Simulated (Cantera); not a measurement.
# Transport properties of process gases

Gas mixture: 100 % N2O, at 66.8 Torr, frozen composition.

Cantera's kinetic-theory transport with the Lennard-Jones parameters of GRI-Mech 3.0, ideal gas; thermal conductivity in the mixture-averaged form.

```tsv
T (K)	ρ (kg/m³)	cp (J/kg/K)	μ (µPa s)	λ (mW/m/K)	Pr	D (cm²/s) H2O	D (cm²/s) C2H2	D (cm²/s) NH3
400	0.118	970.3	19.5	25.5	0.741	3.33	2.39	3.21
500	0.0942	1043	23.6	33.2	0.740	5.14	3.61	4.94
600	0.0785	1101	27.3	40.7	0.739	7.28	5.01	6.97
700	0.0673	1150	30.8	47.9	0.739	9.71	6.59	9.28
800	0.0589	1192	34.0	54.9	0.739	12.4	8.32	11.8
900	0.0523	1227	37.1	61.5	0.740	15.4	10.2	14.6
1000	0.0471	1255	40.0	68.0	0.739	18.6	12.2	17.6
```
D: mixture-averaged diffusion coefficient of that species in the mixture.
